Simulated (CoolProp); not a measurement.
Saturation properties of propylene glycol.

Model: reference Helmholtz-energy equation of state, Eisenbach 2021, in CoolProp.

| T (K) | p (bar) | liquid density (kg/m³) | vapour density (kg/m³) | enthalpy of vaporisation (kJ/kg) |
|---|---|---|---|---|
| 536.3 | 6.968 | 806.3 | 12.97 | 608.5 |
| 540.8 | 7.668 | 800.4 | 14.25 | 602.0 |
| 545.3 | … | … | 15.63 | 595.3 |
| 549.9 | … | 788.0 | 17.16 | 588.3 |
| 554.4 | … | 781.7 | 18.78 | … |
| 558.9 | 11.07 | … | 20.53 | 574.0 |
| 563.5 | 12.10 | 768.5 | 22.46 | 566.4 |
| 568 | 13.19 | 761.8 | 24.50 | 558.7 |
| 572.5 | … | 754.9 | 26.71 | 550.7 |
| 577.1 | 15.61 | 747.7 | 29.15 | 542.3 |
| 581.6 | 16.94 | 740.4 | 31.73 | 533.7 |
| 586.1 | 18.35 | 732.9 | 34.52 | 524.9 |
| 590.7 | 19.89 | 725.0 | 37.60 | 515.4 |
| 595.2 | 21.50 | 717.1 | 40.88 | 505.8 |

Complete the blanks.


- 545.3, p (bar): 8.422
- 545.3, liquid density (kg/m³): 794.3
- 549.9, p (bar): 9.254
- 554.4, p (bar): 10.13
- 554.4, enthalpy of vaporisation (kJ/kg): 581.3
- 558.9, liquid density (kg/m³): 775.3
- 572.5, p (bar): 14.35

It boils at 461.2 K under 1 atm.
